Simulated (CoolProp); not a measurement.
Values from CoolProp's reference Helmholtz-energy equation of state, Lemmon 2006. It is a short technical equation, of lower accuracy than the large ones.

Q: Give the vapour pressure (MPa), vapour density (kg/m³), enthalpy of vaporisation (kJ/kg) of saturated nitrous oxide at 254.6, 264 K.

A: 
| T (K) | p (MPa) | vapour density (kg/m³) | enthalpy of vaporisation (kJ/kg) |
|---|---|---|---|
| 254.6 | 1.88 | 48.9 | 274 |
| 264 | 2.45 | 64.9 | 254 |
